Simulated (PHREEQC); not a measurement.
A PHREEQC speciation (ion-association model, phreeqc.dat) at 25 °C gives pH 4.00 and these molalities:

```csv
species,mol/kgw
AlSO4+,0.0188
SO4-2,0.0131
Al(SO4)2-,0.00352
Al+3,0.00350
AlOH+2,0.000175
H+,0.000118
HSO4-,7.10e-5
Al(OH)2+,7.61e-6
```

Q: What are the element totals, and what could have been dissolved in 1 kg of water to give them?

A: This is not unique; one that fits is totals Al 0.0260, S(6) 0.0390 mol/kgw, from 0.013 mol/kgw Al2(SO4)3.

This is a speciation only: nothing precipitates in the calculation. Examples of supersaturated solids here: Gibbsite (slow to form). Others may be too.
